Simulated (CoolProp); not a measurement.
A single-stage vapour-compression cycle with R404A: evaporating at 208.15 K (dew point), condensing at 235.15 K (bubble point), superheat 5 K, subcooling 8 K, compressor efficiency 0.8, no pressure losses. Each further row changes one setting.

Model: reference Helmholtz-energy equation of state, Lemmon 2003, in CoolProp. It is a pseudo-pure fit of the blend.

```
case                              cooling COP  pressure ratio  discharge temperature (K)  refrigerating effect (kJ/kg)  volumetric capacity (kJ/m³)
--------------------------------  -----------  --------------  -------------------------  ----------------------------  ---------------------------
as stated                                5.61            4.17                      261.4                           192                          384
evaporating temperature 213.15 K          ___            3.12                      256.8                           195                          513
condensing temperature 230.15 K          6.97             ___                      253.5                           199                          397
subcooling 13 K                           ___            4.17                      261.4                           199                          397
superheat 15 K                           5.55            4.17                      272.1                           ___                          ___
compressor efficiency 0.7                 ___            4.17                      267.2                           192                          384
```

Task: Fill in the missing entries.

Result: 
- evaporating temperature 213.15 K, cooling COP: 7.16
- condensing temperature 230.15 K, pressure ratio: 3.32
- subcooling 13 K, cooling COP: 5.80
- superheat 15 K, refrigerating effect (kJ/kg): 200
- superheat 15 K, volumetric capacity (kJ/m³): 379
- compressor efficiency 0.7, cooling COP: 4.91
